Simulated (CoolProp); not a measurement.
Aqueous potassium formate as a coolant, 32 % by mass, freezing at -23.5 °C, 1 atm.

Model: Melinder's fits for secondary coolants, in CoolProp.

| T (°C) | viscosity (mPa s) | density (kg/m³) | cp (kJ/(kg K)) | conductivity (W/(m K)) |
|---|---|---|---|---|
| -15.5 | 4.58 | 1216 | 3.022 | 0.493 |
| -11.1 | 3.91 | 1215 | 3.031 | 0.499 |
| -6.7 | 3.38 | 1214 | 3.039 | 0.504 |
| -2.3 | 2.95 | 1212 | 3.047 | 0.509 |
| 2.1 | 2.61 | 1211 | 3.054 | 0.515 |
| 6.5 | 2.32 | 1209 | 3.062 | 0.520 |
| 10.9 | 2.09 | 1207 | 3.070 | 0.526 |
| 15.3 | 1.89 | 1206 | 3.077 | 0.531 |
| 19.6 | 1.73 | 1204 | 3.085 | 0.536 |
| 24 | 1.59 | 1202 | 3.093 | 0.542 |
| 28.4 | 1.47 | 1200 | 3.100 | 0.547 |
| 32.8 | 1.36 | 1199 | 3.108 | 0.552 |
| 37.2 | 1.26 | 1197 | 3.117 | 0.558 |
